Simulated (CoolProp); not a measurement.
Vapour-liquid equilibrium of hydrogen chloride (1) + propane (2) at 192.8 K; x and y are mole fractions of (1).

Model: multi-fluid Helmholtz-energy mixture model, Thol 2018 and Lemmon 2009; pair parameters Bell 2016, in CoolProp.

| x | bubble pressure (kPa) | y at the bubble point | dew pressure at overall composition x (kPa) | liquid density (mol/L) |
|---|---|---|---|---|
| 0.05 | 35.03 | 0.649 | 13.41 | 14.56 |
| 0.2 | 81.76 | 0.865 | 15.86 | 15.98 |
| 0.35 | 104.1 | ___ | 19.42 | ___ |
| 0.5 | ___ | 0.916 | 25.01 | 19.76 |
| 0.65 | 116.7 | 0.923 | ___ | ___ |
| 0.8 | 121.2 | 0.935 | ___ | ___ |
| 0.95 | 128.3 | 0.974 | 124.6 | 30.32 |

### Question
Some entries are withheld; supply them.

### Answer

- 0.35, y at the bubble point: 0.903
- 0.35, liquid density (mol/L): 17.68
- 0.5, bubble pressure (kPa): 112.8
- 0.65, dew pressure at overall composition x (kPa): 35.10
- 0.65, liquid density (mol/L): 22.38
- 0.8, dew pressure at overall composition x (kPa): 58.55
- 0.8, liquid density (mol/L): 25.78

No azeotrope shows between x = 0.05 and 0.95.

Pair parameters are fitted to limited data, so mixtures are less certain than the pure fluids. With so large a gap from Raoult's law the liquid may split in two, which this calculation doesn't test in full.
